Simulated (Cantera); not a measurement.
Charge: 1 mol H2S, 0.09 mol O2, held at 1052 °C.

Equilibrium computed with Cantera from the NASA thermochemical tables; the gas is ideal and each condensed phase is pure. Candidate condensed phases: H2O, H2SO4, S; 19 gas species. The ideal-gas law is rough above about 30 bar. The numbers say what is thermodynamically allowed, not how fast it happens.

log p: log10 of the partial pressure in bar; nothing condenses.

| P (Pa) | log p H2S | log p H2 | log p S2 | log p H2O | log p SH | log p SO2 | log p S2O |
|---|---|---|---|---|---|---|---|
| 10 | -5.55 | -4.28 | -4.49 | -4.93 | ? | -6.85 | -8.08 |
| 65 | -4.36 | -3.49 | -3.70 | -4.10 | ? | -6.37 | -7.24 |
| 420 | -3.22 | -2.73 | -2.92 | -3.27 | ? | -5.84 | -6.40 |
| 2700 | -2.14 | -2.02 | -2.18 | -2.44 | ? | -5.22 | -5.53 |
| 17000 | -1.15 | -1.38 | -1.48 | -1.61 | ? | -4.50 | -4.65 |
| 110000 | -0.22 | -0.80 | -0.79 | -0.78 | ? | -3.65 | -3.70 |
| 720000 | 0.67 | -0.27 | -0.08 | 0.06 | ? | -2.70 | -2.69 |
| 4700000 | 1.52 | 0.21 | 0.66 | 0.88 | ? | -1.65 | -1.61 |
| 30000000 | 2.34 | 0.66 | 1.41 | 1.68 | ? | -0.55 | -0.50 |

### Question
Complete the blanks.

### Answer

- 10, log p SH: -6.52
- 65, log p SH: -5.73
- 420, log p SH: -4.96
- 2700, log p SH: -4.24
- 17000, log p SH: -3.57
- 110000, log p SH: -2.93
- 720000, log p SH: -2.31
- 4700000, log p SH: -1.70
- 30000000, log p SH: -1.10
